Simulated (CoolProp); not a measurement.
R245fa along the isotherm 440 K: fugacity coefficient from the reference equation and from simpler models built on Tc = 427.0 K, pc = 3.651 MPa, ω = 0.378; each cubic takes its own stable root.

Values from CoolProp's reference Helmholtz-energy equation of state, Akasaka 2015.

| p (MPa) | phase | reference |
|---|---|---|
| 2.61 | gas | 0.7921 |
| 5.22 | supercritical | 0.5697 |
| 7.82 | supercritical | 0.4280 |
| 10.4 | supercritical | 0.3575 |
| 13 | supercritical | 0.3162 |
| 15.6 | supercritical | 0.2903 |
| 18.3 | supercritical | 0.2728 |
| 20.9 | supercritical | 0.2619 |
| 23.5 | supercritical | 0.2549 |
| 26.1 | supercritical | 0.2507 |
| 28.7 | supercritical | 0.2488 |
| 31.3 | supercritical | 0.2487 |
| 33.9 | supercritical | 0.2500 |
| 36.5 | supercritical | 0.2526 |

How far does each simpler model (van der Waals, Redlich-Kwong, Soave-Redlich-Kwong, Peng-Robinson) lie from the reference over these 14 states: mean and median of the absolute difference, and the worst?


- van der Waals: mean 26.8 %, median 26.4 %, worst +55.6 % at 440 K and 36.5 MPa
- Redlich-Kwong: mean 5.4 %, median 5.9 %, worst +9.7 % at 440 K and 36.5 MPa
- Soave-Redlich-Kwong: mean 8.8 %, median 9.9 %, worst +14.3 % at 440 K and 36.5 MPa
- Peng-Robinson: mean 1.9 %, median 1.7 %, worst -3.2 % at 440 K and 36.5 MPa
